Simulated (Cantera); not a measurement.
**Gas-phase reforming**

An isothermal, constant-pressure homogeneous reactor starts with 64.7 % CH₄, 29.1 % H₂O, 6.21 % H₂, at 1400 K and 360 Torr.

Computed with Cantera and GRI-Mech 3.0 (53 species, 325 reactions). GRI-Mech 3.0 stops at C3 and has no aromatics, soot or wall deposition, so with more carbon than oxygen in the feed, carbon stays in small species such as C2H2 where larger ones or solid carbon would form.

```json
[
 {"t (s)": "2.00e-6", "x CH₄": "0.647", "x H₂O": "0.291", "x H₂": "0.0621", "x C₂H": "<1e-12", "x CO₂": "<1e-12", "x O": "<1e-12", "x OH": "1.06e-10"},
 {"t (s)": "7.97e-6", "x CH₄": "0.647", "x H₂O": "0.291", "x H₂": "0.0621", "x C₂H": "<1e-12", "x CO₂": "<1e-12", "x O": "<1e-12", "x OH": "2.73e-10"},
 {"t (s)": "3.17e-5", "x CH₄": "0.647", "x H₂O": "0.291", "x H₂": "0.0621", "x C₂H": "<1e-12", "x CO₂": "<1e-12", "x O": "<1e-12", "x OH": "9.38e-10"},
 {"t (s)": "0.000126", "x CH₄": "0.647", "x H₂O": "0.291", "x H₂": "0.0621", "x C₂H": "<1e-12", "x CO₂": "<1e-12", "x O": "<1e-12", "x OH": "3.55e-9"},
 {"t (s)": "0.000503", "x CH₄": "0.647", "x H₂O": "0.291", "x H₂": "0.0621", "x C₂H": "<1e-12", "x CO₂": "<1e-12", "x O": "<1e-12", "x OH": "1.24e-8"},
 {"t (s)": "0.00200", "x CH₄": "0.647", "x H₂O": "0.291", "x H₂": "0.0622", "x C₂H": "<1e-12", "x CO₂": "<1e-12", "x O": "<1e-12", "x OH": "2.20e-8"},
 {"t (s)": "0.00798", "x CH₄": "0.646", "x H₂O": "0.291", "x H₂": "0.0624", "x C₂H": "<1e-12", "x CO₂": "2.09e-12", "x O": "<1e-12", "x OH": "2.81e-8"},
 {"t (s)": "0.0318", "x CH₄": "0.644", "x H₂O": "0.291", "x H₂": "0.0638", "x C₂H": "<1e-12", "x CO₂": "3.57e-10", "x O": "<1e-12", "x OH": "3.93e-8"},
 {"t (s)": "0.127", "x CH₄": "0.633", "x H₂O": "0.289", "x H₂": "0.0722", "x C₂H": "9.53e-12", "x CO₂": "2.70e-8", "x O": "<1e-12", "x OH": "4.40e-8"},
 {"t (s)": "0.504", "x CH₄": "0.589", "x H₂O": "0.282", "x H₂": "0.110", "x C₂H": "9.42e-11", "x CO₂": "7.98e-7", "x O": "<1e-12", "x OH": "4.11e-8"},
 {"t (s)": "2.01", "x CH₄": "0.465", "x H₂O": "0.259", "x H₂": "0.219", "x C₂H": "3.32e-10", "x CO₂": "2.39e-5", "x O": "<1e-12", "x OH": "3.57e-8"},
 {"t (s)": "8.00", "x CH₄": "0.259", "x H₂O": "0.219", "x H₂": "0.399", "x C₂H": "7.56e-10", "x CO₂": "0.000496", "x O": "<1e-12", "x OH": "3.37e-8"}
]
```
x: mole fraction; the columns are a selection and need not sum to one.

Equilibrium at this temperature and pressure: CH₄ 0.126, H₂O 1.43e-6, H₂ 0.663, C₂H 2.74e-10, CO₂ 1.69e-7, O <1e-12, OH <1e-12 (gas phase only).
